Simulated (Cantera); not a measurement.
An adiabatic, constant-pressure homogeneous reactor starts with CH4 : O2 : N2 = 1 : 1.82 : 6.84 (molar parts), equivalence ratio 1.1, at 1248 K and 0.200 bar.

Detailed kinetics in Cantera: GRI-Mech 3.0 (53 species, 325 reactions).

One state of this run: T (K) = 2555; x CH4 = <1e-12; x O2 = 0.0127; x H2 = 0.0245; x NO2 = 4.81e-7; x C2H6 = <1e-12. x: mole fraction; the columns are a selection and need not sum to one.

Problem. Which value of t (s) does it belong to?
(A) 0.00602
(B) 0.121
(C) 0.0446
(D) 0.00221

Solution. B, 0.121
